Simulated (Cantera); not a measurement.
What does this Cantera script print?

```python
import numpy as np
import cantera as ct

gas = ct.Solution("gri30.yaml")
gas.TPX = 1450, 2666, {'H2': 0.049, 'O2': 1}
inlet = ct.Reservoir(gas, clone=True)

reactor = ct.IdealGasConstPressureReactor(gas, energy="off", clone=False)
exhaust = ct.Reservoir(gas, clone=True)
tau = [22, 5.4, 1.4, 0.34, 0.085, 0.021, 0.0054, 0.0013][0]
for a, b in ((inlet, reactor), (reactor, exhaust)):
    ct.MassFlowController(a, b, mdot=lambda t: reactor.mass / tau)
net = ct.ReactorNet([reactor])
show = ['H2', 'O2', 'HO2', 'OH', 'H', 'H2O', 'O']

rows = []
print(f"{'tau/s':>10s}{'T/K':>9s}" + "".join(f"{s:>11s}" for s in show))
for tau in [22, 5.4, 1.4, 0.34, 0.085, 0.021, 0.0054, 0.0013]:
    net.initial_time = 0.0
    net.advance(30 * tau)
    before = gas.X
    net.advance(40 * tau)
    drift = np.max(np.abs(gas.X - before) / (gas.X + 1e-9))
    rows.append([gas.T, *gas[show].X, drift])
    print(f"{tau:10.3e}{gas.T:9.1f}" + "".join(f"{x:11.3e}" for x in gas[show].X))
```

Result:

```
     tau/s      T/K         H2         O2        HO2         OH          H        H2O          O
 2.200e+01   1450.0  1.127e-05  9.515e-01  2.014e-07  6.632e-04  4.725e-06  4.747e-02  3.436e-04
 5.400e+00   1450.0  2.802e-05  9.508e-01  3.943e-07  1.059e-03  1.932e-05  4.723e-02  8.794e-04
 1.400e+00   1450.0  6.599e-05  9.493e-01  7.346e-07  1.645e-03  7.306e-05  4.683e-02  2.137e-03
 3.400e-01   1450.0  1.566e-04  9.457e-01  1.290e-06  2.558e-03  2.783e-04  4.608e-02  5.214e-03
 8.500e-02   1450.0  3.416e-04  9.388e-01  1.972e-06  3.762e-03  9.052e-04  4.479e-02  1.143e-02
 2.100e-02   1450.0  6.744e-04  9.283e-01  2.596e-06  5.074e-03  2.264e-03  4.283e-02  2.091e-02
 5.400e-03   1450.0  1.258e-03  9.196e-01  2.982e-06  6.129e-03  3.807e-03  4.068e-02  2.854e-02
 1.300e-03   1450.0  2.959e-03  9.169e-01  3.255e-06  7.275e-03  4.972e-03  3.769e-02  3.016e-02
```

Computed with Cantera and GRI-Mech 3.0 (53 species, 325 reactions). Radical loss at walls, strong at low pressure, is not modelled. The temperature is held fixed by assumption; the heat of reaction is taken as removed at once.
